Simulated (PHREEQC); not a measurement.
A solution holds 2.3 mmol/kgw SrCl2, 0.047 mmol/kgw Na2SO4 and 0.24 mmol/kgw NaCl, at 20 °C. Closed to the air; pH follows from the charge balance.

Computed with PHREEQC (ion-association model, phreeqc.dat).

No solid was allowed to form.

Task: What specific conductance does the model give?

Result: specific conductance 542 µS/cm.

Task: In which forms is S present?

Result: SO4-2 83 %, SrSO4 17 % of the S.
